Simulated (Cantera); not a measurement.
Mixture: CH₄ : O₂ : N₂ : H₂O = 1 : 2.94 : 11.5 : 0.86 (molar parts), at 52000 Pa, adiabatic and at constant volume. Ignition delay is the time to a rise of 400 K.

Cantera simulation using GRI-Mech 3.0 (53 species, 325 reactions); the numbers are that mechanism's predictions, not measurements.

**Question.** Predict: delay at 1275 K; delay at 1350 K; delay at 1425 K; delay at 1500 K; delay at 1575 K; delay at 1650 K; apparent activation energy between 1500 and 1650 K.

**Answer.** 
```
Item                                                    Result
--------------------------------------------------  ----------
delay at 1275 K                                        25.5 ms
delay at 1350 K                                        9.67 ms
delay at 1425 K                                        4.02 ms
delay at 1500 K                                        1.85 ms
delay at 1575 K                                       0.941 ms
delay at 1650 K                                       0.519 ms
apparent activation energy between 1500 and 1650 K  170 kJ/mol
```
